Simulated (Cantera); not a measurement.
Cantera run:

```python
import numpy as np
import cantera as ct

gas_names = """
    N2O PH3 O P2 NH3
""".split()
cond_names = """

""".split()


# ... load() reads the species with a 1 bar reference pressure and builds the phases ...
species = {s.name: s for s in load("nasa_gas.yaml", gas_names) + load("nasa_condensed.yaml", cond_names)}
# Each term lists the table entries of one substance; the one whose range holds T is used.
reactions = {
    'N2O(g) + 2 PH3(g) = O(g) + P2(g) + 2 NH3(g)':
        [(-1, ['N2O']), (-2, ['PH3']), (1, ['O']), (1, ['P2']), (2, ['NH3'])],
}


def pick(names, T):
    return next(species[n] for n in names if species[n].thermo.min_temp <= T <= species[n].thermo.max_temp)


results = []
for label, terms in reactions.items():
    print(label)
    print("     T/K   dH/kJ  dS/(J/K)   dG/kJ   log10 K")
    for T in [1248, 1298, 1348, 1398, 1448, 1498, 1548, 1598, 1648, 1698]:
        used = [(nu, pick(names, T)) for nu, names in terms]
        dH = sum(nu * s.thermo.h(T) for nu, s in used) / 1e6
        dS = sum(nu * s.thermo.s(T) for nu, s in used) / 1e3
        dG = dH - T * dS / 1e3
        logK = -dG * 1e6 / (ct.gas_constant * T * np.log(10))
        results.append((label, T, dH, dS, dG, logK, [s.name for _, s in used]))
        print(f"{T:8g} {dH:8.1f} {dS:8.1f} {dG:8.1f} {logK:8.2f}")
```

Output:

```
N2O(g) + 2 PH3(g) = O(g) + P2(g) + 2 NH3(g)
     T/K   dH/kJ  dS/(J/K)   dG/kJ   log10 K
    1248    202.4    119.8     52.9    -2.21
    1298    201.7    119.2     46.9    -1.89
    1348    201.0    118.7     41.0    -1.59
    1398    200.3    118.2     35.1    -1.31
    1448    199.5    117.7     29.2    -1.05
    1498    198.8    117.2     23.3    -0.81
    1548    198.1    116.7     17.4    -0.59
    1598    197.4    116.2     11.6    -0.38
    1648    196.7    115.8      5.8    -0.18
    1698    196.0    115.4      0.0    -0.00
```

Source: NASA polynomial tables (part measured, part estimated), evaluated in Cantera. Condensed species are held in their standard states even where they would react or evaporate.
